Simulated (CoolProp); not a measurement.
The numbers come from the reference Helmholtz-energy equation of state, Thol 2016 in CoolProp.

### Question
For R1234ze(E), give the phase and the cp (kJ/(kg K)), cv (kJ/(kg K)), Prandtl number at 302.2 K and 4390 kPa; 312.9 K and 4390 kPa.

### Answer
- 302.2 K and 4390 kPa: liquid; cp 1.37, cv 0.920, Prandtl number 3.50
- 312.9 K and 4390 kPa: liquid; cp 1.40, cv 0.932, Prandtl number 3.31

Viscosity comes from a separate model (Bell 2016), an estimate that may be off by 10 % or more. Thermal conductivity comes from a separate model (Perkins 2011).
